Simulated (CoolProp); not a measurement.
Vapour-liquid equilibrium of cyclohexane (1) + m-xylene (2) at 0.0487 MPa; x and y are mole fractions of (1).

Values from CoolProp's multi-fluid Helmholtz-energy mixture model, Zhou 2014 and Zhou 2012; pair parameters Bell 2016.

| x | bubble temperature, mixture model (°C) | bubble temperature, Raoult's law (°C) | y, mixture model | y, Raoult's law |
|---|---|---|---|---|
| 0.05 | 105.9 | 107.6 | 0.255 | 0.218 |
| 0.15 | 93.9 | 97.4 | 0.551 | 0.502 |
| 0.25 | 85.3 | 89.4 | 0.705 | 0.670 |
| 0.35 | 79.0 | 82.8 | 0.795 | 0.775 |
| 0.45 | 74.2 | 77.4 | 0.852 | 0.846 |
| 0.55 | 70.3 | 72.8 | 0.892 | 0.895 |
| 0.65 | 67.1 | 68.8 | 0.923 | 0.931 |
| 0.75 | 64.3 | 65.3 | 0.948 | 0.957 |
| 0.85 | 61.7 | 62.2 | 0.970 | 0.978 |
| 0.95 | 59.3 | 59.4 | 0.990 | 0.993 |

The largest gap from Raoult's law is -4.1 K in bubble temperature, at x = 0.25. No azeotrope shows between x = 0.05 and 0.95.

The pair parameters rest on a limited set of measurements; away from them the model extrapolates.
